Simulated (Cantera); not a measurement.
## Thermodynamics of carbon deposition, reforming and gasification, feed C6H6 + H2

Charge: 1 mol C6H6, 78 mol H2, equilibrated at 1450 K and 86.0 Pa.

Method: chemical equilibrium by Gibbs-energy minimisation in Cantera with the NASA 1993 tables (ideal gas, pure condensed phases). Candidate condensed phases: C, C6H6, C7H8, C8H18; 76 gas species. Equilibrium is a limit: real reactors are often held back by kinetics, nucleation or transport.

* **x(H2)**: 1.000
* **x(H)**: 0.000322
* **x(C2H2 (acetylene))**: 4.87e-6
* **x(CH4)**: 2.84e-6
* **n(C(graphite))**: 6.00 mol
* **gas amount**: 81.01 mol
